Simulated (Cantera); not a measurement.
Charge: 1 mol Fe₃O₄, 0.04 mol Cl₂, 0.29 mol N₂, equilibrated at 13.3 mbar.

These are equilibrium values from Cantera (NASA tables, ideal gas, pure condensed phases), not measurements of a reactor. Candidate condensed phases: Fe, FeCl₂, FeCl₃, FeO, Fe₂O₃, Fe₃O₄; 19 gas species. Mutual solubility and eutectic melting of coexisting phases are not modelled. Condensed phases not in the tables: FeOCl. The numbers say what is thermodynamically allowed, not how fast it happens.

log p: log10 of the partial pressure in bar; n: condensed amount in mol.

```csv
T (K),log p N₂,log p FeCl₂,log p O₂,log p FeCl₃,log p Cl,log p Cl₂,n FeCl₂(s),n Fe₂O₃(s),n Fe₃O₄(s)
723,-1.88,-5.35,<-13,-5.89,-11.09,-10.41,0.0399,0.160,0.880
823,-1.89,___,<-13,___,___,___,___,0.154,0.884
923,-1.92,-3.05,-12.59,-3.35,-7.19,-6.47,0,0.138,0.896
1023,-1.93,___,___,___,___,___,0,0.145,0.891
1123,-1.93,-2.88,-7.76,-3.70,-5.33,-5.26,0,0.149,0.888
1223,-1.93,-2.85,-5.97,-3.88,-4.65,-4.85,0,0.151,0.887
1323,-1.93,-2.85,-4.45,-4.07,-4.08,-4.51,0,0.143,0.892
1423,-1.96,-2.90,-3.16,-4.30,-3.61,-4.27,0,0.0277,0.970
1523,-1.97,-2.89,-3.06,-4.77,-3.52,-4.70,0,0,0.988
1623,-1.97,-2.88,-3.06,-5.22,-3.47,-5.14,0,0,0.988
1723,-1.97,-2.89,-3.07,-5.62,-3.43,-5.53,0,0,0.988
```

Q: What belongs in the gaps?

A: 
- 823, log p FeCl₂: -3.68
- 823, log p FeCl₃: -3.91
- 823, log p Cl: -8.72
- 823, log p Cl₂: -7.83
- 823, n FeCl₂(s): 0.0302
- 1023, log p FeCl₂: -2.94
- 1023, log p O₂: -9.93
- 1023, log p FeCl₃: -3.51
- 1023, log p Cl: -6.16
- 1023, log p Cl₂: -5.79
